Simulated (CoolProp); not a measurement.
A Linde-Hampson liquefier for methane: isothermal reversible compression at 200 K from 1 atm to 20 MPa, throttling to 1 atm, return gas leaving the recuperator 0 K below the feed. Each further row changes one setting.

Values from CoolProp's reference Helmholtz-energy equation of state, Setzmann 1991.

```
case                        liquid yield per pass  compression work (kJ/kg of gas)
--------------------------  ---------------------  -------------------------------
as stated                                   0.513                              427
high pressure 40 MPa                        0.497                              487
warm-end temperature 230 K                  0.397                              541
warm-end gap 5 K                            0.505                              427
```
